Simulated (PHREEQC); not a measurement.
A solution holds 0.0019 mol CsOH per kg of water, at 60 °C. Closed to the air; pH follows from the charge balance.

Computed with PHREEQC (ion-association model, wateq4f.dat).

The pH is 10.29 and the ionic strength is 0.00190 mol/kgw. The total alkalinity comes out as 1.90 meq/kg.

| species | molality | activity | log γ |
|---|---|---|---|
| OH- | 0.00190 | 0.00180 | -0.023 |
| Cs+ | 0.00190 | 0.00180 | -0.022 |

This is a speciation only: nothing precipitates in the calculation. At this temperature some constants are extrapolated from 25 °C, and those without enthalpy data are left unchanged.
